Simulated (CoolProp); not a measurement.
Values from CoolProp's reference Helmholtz-energy equation of state, Bücker 2006.

Question: Give the vapour pressure (bar), liquid cp (kJ/(kg K)), vapour Z, vapour viscosity (µPa s) of saturated ethane at -40.45 °C.

Answer: 
```tsv
T (°C)	p (bar)	liquid cp (kJ/(kg K))	vapour Z	vapour viscosity (µPa s)
-40.45	7.66	2.76	0.860	7.58
```

Viscosity comes from a separate model (Friend 1991).
